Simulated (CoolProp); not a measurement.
Vapour-liquid equilibrium of nitrogen (1) + carbon monoxide (2) at 11.1 bar; x and y are mole fractions of (1).

Computed with CoolProp (multi-fluid Helmholtz-energy mixture model, Span 2000 and Lemmon 2006; pair parameters Gernert 2013).

```tsv
x	bubble temperature (K)	y at the bubble point	dew temperature at overall composition x (K)	liquid density (mol/L)
0.05	110.3	0.064	110.4	22.99
0.2	109.3	0.245	109.6	23.06
0.35	108.4	0.410	108.8	23.12
0.5	107.6	0.561	107.9	23.18
0.65	106.8	0.700	107.1	23.23
0.8	106.1	0.831	106.3	23.29
0.95	105.6	0.958	105.6	23.35
```

No azeotrope shows between x = 0.05 and 0.95.

Pair parameters are fitted to limited data, so mixtures are less certain than the pure fluids.
